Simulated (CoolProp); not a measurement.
Vapour-liquid equilibrium of propane (1) + c-C4F8 (RC318) (2) at 0.485 MPa; x and y are mole fractions of (1).

Computed with CoolProp (multi-fluid Helmholtz-energy mixture model, Lemmon 2009 and Platzer 1990; pair parameters Bell 2016). This equation is an older, rougher fit; its heat capacities, sound speeds and derivatives of the liquid may be far off and weren't checked against measurements.

Question: Give the bubble temperature and the first vapour's composition at x = 0.05, 0.2, 0.35. Is there an azeotrope?

Answer: x = 0.05: 305.2 K, y = 0.213; x = 0.2: 289.2 K, y = 0.571; x = 0.35: 281.4 K, y = 0.707. y crosses x between x = 0.8 and 0.95: the model has an azeotrope there.

Pair parameters are fitted to limited data, so mixtures are less certain than the pure fluids.
